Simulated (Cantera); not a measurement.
# Adiabatic ignition

An adiabatic, constant-pressure homogeneous reactor starts with CH4 : O2 : N2 = 1 : 4.7 : 12.7 (molar parts), at 1400 K and 3450 Torr.

Detailed kinetics in Cantera: GRI-Mech 3.0 (53 species, 325 reactions).

```tsv
t (s)	T (K)	x CH4	x O2	x C2H2	x CH2CO	x C2H	x CH2O
1.00e-6	1400	0.0543	0.255	<1e-12	<1e-12	<1e-12	9.24e-10
2.51e-6	1400	0.0543	0.255	<1e-12	<1e-12	<1e-12	6.16e-9
6.31e-6	1400	0.0543	0.255	<1e-12	<1e-12	<1e-12	4.16e-8
1.58e-5	1400	0.0543	0.255	<1e-12	<1e-12	<1e-12	3.03e-7
3.98e-5	1400	0.0543	0.255	<1e-12	<1e-12	<1e-12	2.67e-6
0.000100	1400	0.0543	0.255	2.48e-11	1.28e-10	<1e-12	3.18e-5
0.000251	1403	0.0536	0.255	6.24e-9	5.68e-8	<1e-12	0.000325
0.000631	2454	<1e-12	0.144	<1e-12	<1e-12	<1e-12	2.13e-12
0.00158	2452	<1e-12	0.144	<1e-12	<1e-12	<1e-12	2.05e-12
0.00398	2447	<1e-12	0.142	<1e-12	<1e-12	<1e-12	1.96e-12
0.0100	2438	<1e-12	0.140	<1e-12	<1e-12	<1e-12	1.81e-12
0.0251	2430	<1e-12	0.138	<1e-12	<1e-12	<1e-12	1.69e-12
0.0631	2428	<1e-12	0.137	<1e-12	<1e-12	<1e-12	1.67e-12
0.158	2428	<1e-12	0.137	<1e-12	<1e-12	<1e-12	1.67e-12
0.398	2428	<1e-12	0.137	<1e-12	<1e-12	<1e-12	1.67e-12
1.00	2428	<1e-12	0.137	<1e-12	<1e-12	<1e-12	1.67e-12
```
x: mole fraction; the columns are a selection and need not sum to one.

- time of steepest temperature rise = 0.540 ms
- temperature at 1.00 s = 2428 K
- equilibrium temperature = 2428 K
- x(CH4) at 1.00 s = <1e-12 (gas-phase equilibrium <1e-12)
- x(O2) at 1.00 s = 0.137 (gas-phase equilibrium 0.137)
- x(C2H2) at 1.00 s = <1e-12 (gas-phase equilibrium <1e-12)
